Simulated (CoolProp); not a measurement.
Saturation properties of 1,2-dichloroethane.

Model: reference Helmholtz-energy equation of state, Thol 2015, in CoolProp.

```
T (K)   p (MPa)  vapour density (kg/m³)  enthalpy of vaporisation (kJ/kg)  liquid cp (kJ/(kg K))
-----  --------  ----------------------  --------------------------------  ---------------------
285.8  0.005658                  0.2364                             360.6                  1.294
291.5  0.007589                  0.3111                             357.8                  1.298
297.2   0.01005                  0.4044                             355.0                  1.302
302.9   0.01314                  0.5194                             352.3                  1.306
308.6   0.01698                  0.6598                             349.4                  1.311
314.3   0.02170                  0.8296                             346.6                  1.316
320     0.02746                   1.033                             343.7                  1.322
325.7   0.03442                   1.275                             340.8                  1.327
331.4   0.04275                   1.560                             337.9                  1.334
337.1   0.05263                   1.893                             334.9                  1.340
342.7   0.06407                   2.273                             331.9                  1.347
348.4   0.07767                   2.719                             328.8                  1.354
```

It boils at 356.6 K under 1 atm.
